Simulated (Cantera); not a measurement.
A perfectly stirred reactor is fed with H₂ : O₂ : N₂ : NO = 1 : 0.962 : 3.62 : 0.0069 (molar parts), at 14300 Torr; it is adiabatic with a 750 K inlet, and is followed from long to short residence time, starting on the burning branch (τ in s: 0.44, 0.16, 0.062, 0.023, 0.0086, 0.0032, 0.0012, 0.00045, 0.00017, 6.3e-05, 2.4e-05).

Model: GRI-Mech 3.0 (53 species, 325 reactions), integrated in Cantera. The hydrogen kinetics of GRI-Mech 3.0 are dated; newer H2 mechanisms differ, most at raised pressure. The pressure lies above the range GRI-Mech 3.0 was tuned for (to about 10 atm). The mechanism lacks 2 NO + O2 → 2 NO2 and HONO, so NO2 and the effect of NO are under-described below about 1400 K.

Question: Predict: blow-out, bracketed by the residence times tried; x(H₂) at τ = 0.440 s; x(O₂) at τ = 0.440 s; x(NO) at τ = 0.440 s; x(OH) at τ = 0.440 s; x(NO₂) at τ = 0.440 s; x(H₂) at τ = 3.20 ms; x(O₂) at τ = 3.20 ms; x(NO) at τ = 3.20 ms; x(OH) at τ = 3.20 ms; x(NO₂) at τ = 3.20 ms.

Answer: 
```json
{
 "blow_out_bracketed_by_the_residence_times_tried": "burning at 24.0 µs, the shortest tried",
 "x(H₂) at τ = 0.440 s": "6.60e-5",
 "x(O₂) at τ = 0.440 s": "0.0891",
 "x(NO) at τ = 0.440 s": "0.00395",
 "x(OH) at τ = 0.440 s": "0.00144",
 "x(NO₂) at τ = 0.440 s": "1.77e-5",
 "x(H₂) at τ = 3.20 ms": "0.000139",
 "x(O₂) at τ = 3.20 ms": "0.0903",
 "x(NO) at τ = 3.20 ms": "0.00141",
 "x(OH) at τ = 3.20 ms": "0.00165",
 "x(NO₂) at τ = 3.20 ms": "7.31e-6"
}
```
